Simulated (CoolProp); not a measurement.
Vapour-liquid equilibrium of acetone (1) + n-hexane (2) at 102.65 °C; x and y are mole fractions of (1).

The numbers come from the multi-fluid Helmholtz-energy mixture model, Lemmon 2006 and Thol 2019; pair parameters Bell 2016 in CoolProp.

Give the bubble pressure and the first vapour's composition at x = 0.15, 0.45, 0.95. Is there an azeotrope?

x = 0.15: 0.3715 MPa, y = 0.355; x = 0.45: 0.4478 MPa, y = 0.567; x = 0.95: 0.4202 MPa, y = 0.909. y crosses x between x = 0.65 and 0.75: the model has an azeotrope there.

Pair parameters are fitted to limited data, so mixtures are less certain than the pure fluids.
